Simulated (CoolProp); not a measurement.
Model: reference Helmholtz-energy equation of state, Leachman 2009, in CoolProp.

Question: For normal hydrogen, give the phase and the density (kg/m³), viscosity (µPa s) at -243.25 °C and 1350 kPa; -243.25 °C and 1890 kPa; -243.25 °C and 2970 kPa.

Answer: 
- -243.25 °C and 1350 kPa: liquid; density 58.0, viscosity 7.23
- -243.25 °C and 1890 kPa: liquid; density 60.0, viscosity 7.81
- -243.25 °C and 2970 kPa: liquid; density 62.9, viscosity 8.76

Viscosity comes from a separate model (Muzny 2013).
